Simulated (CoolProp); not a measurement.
Vapour-liquid equilibrium of acetone (1) + n-decane (2) at 68.85 °C; x and y are mole fractions of (1).

Computed with CoolProp (multi-fluid Helmholtz-energy mixture model, Lemmon 2006 and Lemmon 2006; pair parameters Bell 2016).

```
x      bubble pressure, mixture model (MPa)  bubble pressure, Raoult's law (MPa)  y, mixture model  y, Raoult's law
-----  ------------------------------------  -----------------------------------  ----------------  ---------------
0.05                                0.01883                             0.009973             0.877            0.772
0.125                               0.04332                              0.02134             0.949            0.902
0.2                                 0.06512                              0.03270             0.968            0.941
0.275                               0.08272                              0.04406             0.976            0.961
0.35                                0.09586                              0.05543             0.980            0.972
0.425                                0.1052                              0.06679             0.983            0.979
0.5                                  0.1118                              0.07815             0.985            0.985
0.575                                0.1167                              0.08951             0.986            0.989
0.65                                 0.1210                               0.1009             0.987            0.992
0.725                                0.1255                               0.1122             0.988            0.994
0.8                                  0.1310                               0.1236             0.990            0.996
0.875                                0.1379                               0.1350             0.993            0.998
0.95                                 0.1468                               0.1463             0.997            0.999
```

The largest gap from Raoult's law is +103.0 % in bubble pressure, at x = 0.125. No azeotrope shows between x = 0.05 and 0.95.

The pair parameters rest on a limited set of measurements; away from them the model extrapolates. With so large a gap from Raoult's law the liquid may split in two, which this calculation doesn't test in full.
